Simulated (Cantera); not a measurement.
**Equilibrium for carbon deposition, reforming and gasification: toluene + H2 + N2**

Feed: 1 mol toluene, 3.4 mol H2, 0.52 mol N2, equilibrated at 1.33 mbar.

Method: chemical equilibrium by Gibbs-energy minimisation in Cantera with the NASA 1993 tables (ideal gas, pure condensed phases). Candidate condensed phases: C, C6H6, C7H8, C8H18; 92 gas species. Equilibrium is a limit: real reactors are often held back by kinetics, nucleation or transport.

From 1650 °C to 2450 °C the condensed part is C(graphite). The main C-bearing gas is HCN at 1650 °C and C3 at 2450 °C. The share of C in condensed phases is highest at 1650 °C (99.6 %) and lowest at 2450 °C (89.1 %).

```json
[
 {"T (°C)": "1650", "x H2": "0.909", "x H": "0.0246", "x N2": "0.0635", "x HCN": "0.00258", "x C3": "2.89e-9", "x C2H2 (acetylene)": "0.000410", "x CN": "1.37e-6", "n C(graphite)": "6.97"},
 {"T (°C)": "1750", "x H2": "0.884", "x H": "0.0489", "x N2": "0.0620", "x HCN": "0.00378", "x C3": "3.64e-8", "x C2H2 (acetylene)": "0.000790", "x CN": "5.18e-6", "n C(graphite)": "6.95"},
 {"T (°C)": "1850", "x H2": "0.843", "x H": "0.0902", "x N2": "0.0599", "x HCN": "0.00523", "x C3": "3.59e-7", "x C2H2 (acetylene)": "0.00140", "x CN": "1.72e-5", "n C(graphite)": "6.93"},
 {"T (°C)": "1950", "x H2": "0.779", "x H": "0.155", "x N2": "0.0569", "x HCN": "0.00683", "x C3": "2.87e-6", "x C2H2 (acetylene)": "0.00226", "x CN": "5.04e-5", "n C(graphite)": "6.90"},
 {"T (°C)": "2050", "x H2": "0.687", "x H": "0.247", "x N2": "0.0529", "x HCN": "0.00838", "x C3": "1.91e-5", "x C2H2 (acetylene)": "0.00333", "x CN": "0.000133", "n C(graphite)": "6.85"},
 {"T (°C)": "2150", "x H2": "0.570", "x H": "0.367", "x N2": "0.0481", "x HCN": "0.00961", "x C3": "0.000108", "x C2H2 (acetylene)": "0.00441", "x CN": "0.000320", "n C(graphite)": "6.80"},
 {"T (°C)": "2250", "x H2": "0.436", "x H": "0.503", "x N2": "0.0430", "x HCN": "0.0103", "x C3": "0.000531", "x C2H2 (acetylene)": "0.00519", "x CN": "0.000707", "n C(graphite)": "6.73"},
 {"T (°C)": "2350", "x H2": "0.304", "x H": "0.636", "x N2": "0.0380", "x HCN": "0.0102", "x C3": "0.00230", "x C2H2 (acetylene)": "0.00538", "x CN": "0.00146", "n C(graphite)": "6.60"},
 {"T (°C)": "2450", "x H2": "0.191", "x H": "0.742", "x N2": "0.0335", "x HCN": "0.00945", "x C3": "0.00893", "x C2H2 (acetylene)": "0.00490", "x CN": "0.00282", "n C(graphite)": "6.24"}
]
```
x: gas mole fraction; n: condensed amount in mol.
